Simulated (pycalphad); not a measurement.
Nb-Ti solution, phase liquid, at 2727 °C; mixing quantities and activities refer to the pure elements in the same phase at that temperature, stable or not.

CALPHAD calculation (pycalphad, COST 507 light-alloy database (1999)), 1 atm. The database dates from 1999; later assessments differ in places, in temperatures and in the compounds included.

```tsv
x(Ti)	ΔH mix (kJ/mol)	ΔG mix (kJ/mol)	excess S (J/mol/K)	a(Nb)	a(Ti)	stable as one phase?
0.02	0.17	-2.28	-0.00	0.980	0.0277	yes
0.05	0.40	-4.55	-0.00	0.951	0.0680	yes
0.1	0.76	-7.34	-0.00	0.903	0.132	yes
0.2	1.36	-11.12	0.00	0.811	0.249	yes
0.3	1.78	-13.45	0.00	0.722	0.355	yes
0.4	2.04	-14.75	0.00	0.634	0.452	yes
0.5	2.12	-15.16	0.00	0.544	0.544	yes
0.6	2.04	-14.75	0.00	0.452	0.634	yes
0.7	1.78	-13.45	0.00	0.355	0.722	yes
0.8	1.36	-11.12	0.00	0.249	0.811	yes
0.9	0.76	-7.34	-0.00	0.132	0.903	yes
0.95	0.40	-4.55	-0.00	0.0680	0.951	yes
0.98	0.17	-2.28	-0.00	0.0277	0.980	yes
```
